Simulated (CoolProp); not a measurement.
Vapour-liquid equilibrium of ethylene (1) + propylene (2) at 0.428 MPa; x and y are mole fractions of (1).

The numbers come from the multi-fluid Helmholtz-energy mixture model, Smukala 2000 and Lemmon 2013; pair parameters Bell 2016 in CoolProp.

| x | bubble temperature, mixture model (°C) | bubble temperature, Raoult's law (°C) | y, mixture model | y, Raoult's law |
|---|---|---|---|---|
| 0.05 | -18.2 | -19.2 | 0.257 | 0.302 |
| 0.125 | -28.7 | -29.9 | 0.518 | 0.566 |
| 0.2 | -37.3 | -38.2 | 0.678 | 0.715 |
| 0.275 | -44.2 | -44.8 | 0.778 | 0.805 |
| 0.35 | -49.9 | -50.2 | [?] | 0.863 |
| 0.425 | -54.5 | -54.7 | [?] | 0.902 |
| 0.5 | [?] | -58.5 | 0.917 | 0.930 |
| 0.575 | -61.7 | -61.8 | [?] | 0.950 |
| 0.65 | -64.6 | -64.7 | 0.955 | 0.965 |
| 0.725 | -67.1 | -67.2 | 0.969 | 0.976 |
| 0.8 | -69.4 | -69.5 | 0.979 | 0.985 |
| 0.875 | [?] | -71.6 | 0.988 | 0.991 |
| 0.95 | -73.4 | -73.5 | 0.995 | 0.997 |

Question: What belongs in the gaps?

Answer: 
- 0.35, y, mixture model: 0.843
- 0.425, y, mixture model: 0.886
- 0.5, bubble temperature, mixture model (°C): -58.4
- 0.575, y, mixture model: 0.939
- 0.875, bubble temperature, mixture model (°C): -71.5

The largest gap from Raoult's law is +1.2 K in bubble temperature, at x = 0.125. No azeotrope shows between x = 0.05 and 0.95.

The pair parameters rest on a limited set of measurements; away from them the model extrapolates.
